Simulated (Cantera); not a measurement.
**Thermodynamics of silicon etching in halogen gases, feed Si + HCl + N₂**

Charge: 1 mol Si, 14 mol HCl, 5.5 mol N₂, at 1.90 Pa.

These are equilibrium values from Cantera (NASA tables, ideal gas, pure condensed phases), not measurements of a reactor. Candidate condensed phases: NH₄Cl, Si, Si₃N₄; 28 gas species. The tables' values for SiCl₃, SiCl are old estimates; treat these amounts as uncertain. Equilibrium is a limit: real reactors are often held back by kinetics, nucleation or transport.

| T (K) | x HCl | x N₂ | x H₂ | x SiCl₄ | x SiCl₂ | x Cl | x SiCl₃ | x H |
|---|---|---|---|---|---|---|---|---|
| 973 | 0.541 | 0.297 | 0.108 | 0.0533 | 0.000138 | 3.85e-7 | 0.000507 | 8.14e-8 |
| 1023 | 0.543 | 0.297 | 0.106 | 0.0517 | 0.000801 | 1.46e-6 | 0.00140 | 3.10e-7 |
| 1073 | 0.548 | 0.296 | 0.102 | 0.0469 | 0.00351 | 4.98e-6 | 0.00321 | 1.03e-6 |
| 1123 | 0.560 | 0.293 | 0.0931 | 0.0370 | 0.0106 | 1.59e-5 | 0.00562 | 2.98e-6 |
| 1173 | 0.577 | 0.290 | 0.0802 | 0.0239 | 0.0215 | 4.82e-5 | 0.00722 | 7.66e-6 |
| 1223 | 0.593 | 0.287 | 0.0685 | 0.0127 | 0.0322 | 0.000135 | 0.00717 | 1.81e-5 |
| 1273 | 0.603 | 0.285 | 0.0608 | 0.00589 | 0.0398 | 0.000340 | 0.00598 | 4.03e-5 |
| 1323 | 0.608 | 0.283 | 0.0566 | 0.00251 | 0.0445 | 0.000779 | 0.00452 | 8.66e-5 |
| 1373 | 0.609 | 0.283 | 0.0548 | 0.00104 | 0.0471 | 0.00165 | 0.00326 | 0.000179 |
| 1423 | 0.609 | 0.282 | 0.0543 | 0.000440 | 0.0485 | 0.00326 | 0.00232 | 0.000355 |
| 1473 | 0.606 | 0.281 | 0.0549 | 0.000190 | 0.0493 | 0.00608 | 0.00165 | 0.000680 |
| 1523 | 0.600 | 0.281 | 0.0564 | 8.35e-5 | 0.0497 | 0.0107 | 0.00118 | 0.00126 |
| 1573 | 0.591 | 0.279 | 0.0591 | 3.73e-5 | 0.0499 | 0.0180 | 0.000841 | 0.00227 |
| 1623 | 0.576 | 0.278 | 0.0631 | 1.68e-5 | 0.0498 | 0.0287 | 0.000598 | 0.00398 |
x: gas mole fraction; nothing condenses.

From 973 K to 1623 K nothing is condensed. The main Si-bearing gas is SiCl₄ at 973 K and SiCl₂ at 1623 K.
